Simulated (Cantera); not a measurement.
## Premixed flame

A freely propagating, adiabatic, planar premixed flame of CH4 : O2 : N2 = 1 : 2.33 : 8.74 (molar parts), equivalence ratio 0.86, unburnt at 400 K and 0.460 bar; multicomponent+Soret transport, grid criteria slope 0.08 and curve 0.16, no radiation.

Detailed kinetics in Cantera: GRI-Mech 3.0 (53 species, 325 reactions). Burning velocities carry a grid error of a few per cent, more on coarse grids.

```
z (mm)  T (K)  u (m/s)     x CH4    x O2     x CO2       x O    x HCN    x CH2O
------  -----  -------  --------  ------  --------  --------  -------  --------
-2.42     400    0.664    0.0828   0.193   6.59e-8     <1e-8    <1e-8   1.86e-8
-1.61     401    0.666    0.0826   0.193   1.48e-6     <1e-8    <1e-8   4.03e-7
-1.21     405    0.673    0.0821   0.193   1.18e-5     <1e-8    <1e-8   3.04e-6
-0.806    447    0.744    0.0785   0.190  0.000211   6.55e-8    <1e-8   4.30e-5
-0.403    813     1.37    0.0575   0.163   0.00437   9.51e-6  1.71e-7  0.000461
-0.201   1215     2.07    0.0327   0.124    0.0122  0.000130  4.85e-7  0.000802
0        1591     2.73   0.00798  0.0788    0.0250   0.00114  9.77e-7  0.000608
0.201    1739     2.98  0.000590  0.0533    0.0388   0.00383  7.62e-7   8.80e-5
0.403    1780     3.04   2.25e-5  0.0448    0.0492   0.00515  2.77e-7   3.90e-6
0.806    1830     3.11   4.09e-8  0.0399    0.0595   0.00523  2.75e-8     <1e-8
1.61     1893     3.20     <1e-8  0.0370    0.0652   0.00441    <1e-8     <1e-8
3.22     1967     3.31     <1e-8  0.0347    0.0685   0.00317    <1e-8     <1e-8
6.44     2037     3.42     <1e-8  0.0323    0.0721   0.00198    <1e-8     <1e-8
```
x: mole fraction of selected species; z is measured from the peak of heat release.

| Property | Result |
|---|---|
| laminar burning velocity | 66.4 cm/s |
| thermal thickness | 0.806 mm |
| peak x(O) | 0.00534 |
| peak x(HCN) | 1.03e-6 |
| peak x(CH2O) | 0.000840 |
| grid points | 151 |
